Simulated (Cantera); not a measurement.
Input (Python, Cantera) and output of one run.

```python
import numpy as np
import cantera as ct

gas_names = """
    B BCL BCL2 BCL3 BN B2 CL CL2 N N2
""".split()
cond_names = """
    B(b) B(L) BN(s)
""".split()


# ... load() reads the species with a 1 bar reference pressure and builds the phases ...
atoms = {
    'BN': {'B': 1, 'N': 1},
    'Cl2': {'CL': 2},
}
top_T = {'BN(s)': 3200}  # K; cautious upper limits of use, not melting points


# ... equilibrate(T, P, feed) seeds the gas with the atoms and calls Mixture.equilibrate('TP', solver="vcs", rtol=1e-11, max_steps=5000) ...
results = []
T = 1575  # K
P = 63  # Pa
for m in [3.7, 4.9, 6.5, 8.7, 12, 15, 20, 27, 36]:
    feed = {'BN': 1, 'Cl2': m}  # mol
    mix = equilibrate(T, P, feed)
    results.append((T, P, feed, dict(zip(mix.species_names, mix.species_moles))))
    x = sorted(zip(gas.X, gas.species_names), reverse=True)
    print(f"T = {T:g} K  P = {P:g} Pa  n(Cl2) = {m:g} mol  gas = {mix.phase_moles(0):.4g} mol")
    print("   x: " + "  ".join(f"{s} {v:.3e}" for v, s in x if v > 0.0001))
    print("   condensed (mol): " + ("  ".join(f"{mix.phase(i).name} {mix.phase_moles(i):.4g}"
          for i in range(1, mix.n_phases) if mix.phase_moles(i) > 1e-12) or "none"))
```

Result:

```
T = 1575 K  P = 63 Pa  n(Cl2) = 3.7 mol  gas = 5.702 mol
   x: CL 7.022e-01  BCL3 1.753e-01  N2 8.769e-02  CL2 3.476e-02
   condensed (mol): none
T = 1575 K  P = 63 Pa  n(Cl2) = 4.9 mol  gas = 7.967 mol
   x: CL 7.699e-01  BCL3 1.255e-01  N2 6.276e-02  CL2 4.180e-02
   condensed (mol): none
T = 1575 K  P = 63 Pa  n(Cl2) = 6.5 mol  gas = 10.98 mol
   x: CL 8.164e-01  BCL3 9.102e-02  CL2 4.700e-02  N2 4.552e-02
   condensed (mol): none
T = 1575 K  P = 63 Pa  n(Cl2) = 8.7 mol  gas = 15.13 mol
   x: CL 8.499e-01  BCL3 6.608e-02  CL2 5.093e-02  N2 3.305e-02
   condensed (mol): none
T = 1575 K  P = 63 Pa  n(Cl2) = 12 mol  gas = 21.35 mol
   x: CL 8.757e-01  CL2 5.407e-02  BCL3 4.684e-02  N2 2.342e-02
   condensed (mol): none
T = 1575 K  P = 63 Pa  n(Cl2) = 15 mol  gas = 27 mol
   x: CL 8.887e-01  CL2 5.569e-02  BCL3 3.703e-02  N2 1.852e-02
   condensed (mol): none
T = 1575 K  P = 63 Pa  n(Cl2) = 20 mol  gas = 36.41 mol
   x: CL 9.015e-01  CL2 5.730e-02  BCL3 2.746e-02  N2 1.373e-02
   condensed (mol): none
T = 1575 K  P = 63 Pa  n(Cl2) = 27 mol  gas = 49.6 mol
   x: CL 9.112e-01  CL2 5.854e-02  BCL3 2.016e-02  N2 1.008e-02
   condensed (mol): none
T = 1575 K  P = 63 Pa  n(Cl2) = 36 mol  gas = 66.55 mol
   x: CL 9.180e-01  CL2 5.942e-02  BCL3 1.502e-02  N2 7.514e-03
   condensed (mol): none
```

Equilibrium computed with Cantera from the NASA thermochemical tables; the gas is ideal and each condensed phase is pure. The tables' values for BCl2 are old estimates; treat these amounts as uncertain.
